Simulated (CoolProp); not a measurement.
Vapour-liquid equilibrium of propane (1) + n-perfluorobutane (2) at 1.65 °C; x and y are mole fractions of (1).

Computed with CoolProp (multi-fluid Helmholtz-energy mixture model, Lemmon 2009 and Gao 2022; pair parameters Bell 2016).

```
x     bubble pressure (bar)  y at the bubble point  dew pressure at overall composition x (bar)  liquid density (mol/L)
----  ---------------------  ---------------------  -------------------------------------------  ----------------------
0.05                  1.841                  0.376                                          ___                   6.785
0.15                  2.900                  0.623                                        1.373                   7.074
0.25                  3.613                  0.714                                        1.548                     ___
0.35                  4.063                  0.759                                          ___                   7.742
0.45                  4.344                  0.786                                          ___                   8.142
0.55                    ___                  0.806                                        2.484                     ___
0.65                    ___                  0.826                                        3.083                   9.138
0.75                  4.820                  0.850                                        3.973                   9.772
0.85                    ___                  0.888                                        4.818                   10.53
0.95                  5.004                  0.951                                        5.004                   11.42
```

**Question.** Complete the blanks.

**Answer.** 
- 0.05, dew pressure at overall composition x (bar): 1.232
- 0.25, liquid density (mol/L): 7.390
- 0.35, dew pressure at overall composition x (bar): 1.773
- 0.45, dew pressure at overall composition x (bar): 2.071
- 0.55, bubble pressure (bar): 4.535
- 0.55, liquid density (mol/L): 8.601
- 0.65, bubble pressure (bar): 4.685
- 0.85, bubble pressure (bar): 4.939

No azeotrope shows between x = 0.05 and 0.95.

The pair parameters rest on a limited set of measurements; away from them the model extrapolates. With so large a gap from Raoult's law the liquid may split in two, which this calculation doesn't test in full.
